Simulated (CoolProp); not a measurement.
The fluid at 298.15 K and 4.25 MPa is throttled through a valve to 2.71 MPa with no heat exchange. The same conditions are run with several fluids, on thermodynamics alone (safety and materials aside).

The numbers come from the reference Helmholtz-energy equation of state of each fluid (sulfur hexafluoride: Guder 2009; R227EA: Lemmon 2016; R1132(E): Akasaka 2024; R125: Lemmon 2005; n-heptane: Span 2003) in CoolProp.

```
fluid                temperature change (K)  final density (kg/m³)
-------------------  ----------------------  ---------------------
sulfur hexafluoride                    -1.2                      ?
R227EA                                    ?                      ?
R1132(E)                                  ?                    925
R125                                      ?                      ?
n-heptane                              +0.6                    682
```

**Question.** What belongs in the gaps?

**Answer.** 
- sulfur hexafluoride, final density (kg/m³): 1370
- R227EA, temperature change (K): +0.2
- R227EA, final density (kg/m³): 1400
- R1132(E), temperature change (K): -0.2
- R125, temperature change (K): -0.3
- R125, final density (kg/m³): 1210
